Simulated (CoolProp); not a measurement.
Saturated liquid density (kg/m³) of n-decane: the reference equation beside estimates from Tc = 617.7 K, pc = 2101 kPa, ω = 0.488. Rackett uses Z = 0.29056 − 0.08775 ω.

Computed with CoolProp (reference Helmholtz-energy equation of state, Lemmon 2006). It is a short technical equation, of lower accuracy than the large ones.

| T (K) | reference | Rackett | van der Waals |
|---|---|---|---|
| 403.5 | 642.3 | 659.1 | 345.3 |
| 413.4 | 633.9 | 650.0 | 340.9 |
| 423.3 | 625.4 | 640.7 | 336.5 |
| 433.3 | 616.5 | 631.2 | 331.9 |
| 443.2 | 607.6 | 621.5 | 327.1 |
| 453.2 | 598.4 | 611.5 | 322.2 |
| 463.1 | 589.0 | 601.3 | 317.1 |
| 473.1 | 579.3 | 590.7 | 311.9 |
| 483 | 569.3 | 579.9 | 306.4 |
| 493 | 558.8 | 568.6 | 300.7 |
| 502.9 | 548.0 | 557.0 | 294.8 |
| 512.9 | 536.6 | 544.7 | 288.6 |
| 522.8 | 524.7 | 532.1 | 282.1 |
| 532.8 | 512.0 | 518.7 | 275.1 |
| 542.7 | 498.5 | 504.6 | 267.8 |

Absolute difference from the reference over all 15 rows, mean and median: Rackett 1.9 and 2.0 %, van der Waals 46.2 and 46.2 %.
